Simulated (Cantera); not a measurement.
Feed: 1 mol MgCl2, 0.066 mol HCl, 2.2 mol H2, at 0.133 bar.

These are equilibrium values from Cantera (NASA tables, ideal gas, pure condensed phases), not measurements of a reactor. Candidate condensed phases: Mg, MgCl2; 10 gas species. The numbers say what is thermodynamically allowed, not how fast it happens. All values below are at 1027 °C.

Base state: H2 0.714, MgCl2 0.265, HCl 0.0214 (mole fractions); condensed: MgCl2(l).

Question: What changes in the equilibrium state with this change: pressure from 0.133 bar to 0.640 Pa?

Answer: 
```json
[
 {"species": "H2", "before": "0.714", "after": "0.640"},
 {"species": "MgCl2", "before": "0.265", "after": "0.280"},
 {"species": "HCl", "before": "0.0214", "after": "0.0596"},
 {"species": "Mg", "before": "7.73e-6", "after": "0.0197"},
 {"species": "Cl", "before": "6.48e-8", "after": "2.75e-5"},
 {"species": "H", "before": "2.56e-6", "after": "0.000350"},
 {"species": "MgCl", "before": "8.05e-6", "after": "0.000418"},
 {"species": "MgCl2(l), mol", "before": "0.184", "after": "0"}
]
```
